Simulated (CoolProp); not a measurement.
The numbers come from the reference Helmholtz-energy equation of state, Thol 2015 in CoolProp.

### Question
For octamethylcyclotetrasiloxane (D4), give the phase and the cv (kJ/(kg K)), speed of sound (m/s) at 620 K and 21.9 kPa; 620 K and 49.9 kPa; 620 K and 171 kPa.

### Answer
- 620 K and 21.9 kPa: gas; cv 2.01, speed of sound 132
- 620 K and 49.9 kPa: gas; cv 2.01, speed of sound 131
- 620 K and 171 kPa: gas; cv 2.01, speed of sound 128
